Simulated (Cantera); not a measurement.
Input: 1 mol Cu₂O, 0.77 mol H₂, a varied amount of N₂, held at 1330 Pa.

Cantera equilibrium calculation (NASA polynomials, part measured and part estimated; ideal gas, pure solids and liquids). Candidate condensed phases: Cu, CuO, Cu(OH)₂, Cu₂O, H₂O; 27 gas species. Each liquid is taken as pure. Mutual solubility and eutectic melting of coexisting phases are not modelled. Equilibrium is a limit: real reactors are often held back by kinetics, nucleation or transport.

Stable condensed phases, one row left out:

```
T in K \ n(N₂) in mol
         0.46 0.67    1  1.5  2.2  3.2  4.8  7.1   11   16   23   34
   1800     A    A    A    A    A    A    A    A    A    A    A    A
   1650     B    B    B    A    A    A    A    A    A    A    A    A
   1575     B    B    B    B    B    B    A    A    A    A    A    A
   1500     B    B    B    B    B    B    B    B    B    A    A    A
   1425     B    B    B    B    B    B    B    B    B    B    B    B
   1350     B    B    B    B    B    B    B    B    B    B    B    B
   1275     B    B    B    B    B    B    B    B    B    B    B    B
   1200     B    B    B    B    B    B    B    B    B    B    B    B
   1125     B    B    B    B    B    B    B    B    B    B    B    B
   1050     B    B    B    B    B    B    B    B    B    B    B    B
    975     B    B    B    B    B    B    B    B    B    B    B    B
```

A: Cu; B: Cu + Cu₂O.

Question: Give the row for 1725 K.

Answer: 0.46: Cu; 0.67: Cu; 1: Cu; 1.5: Cu; 2.2: Cu; 3.2: Cu; 4.8: Cu; 7.1: Cu; 11: Cu; 16: Cu; 23: Cu; 34: Cu.
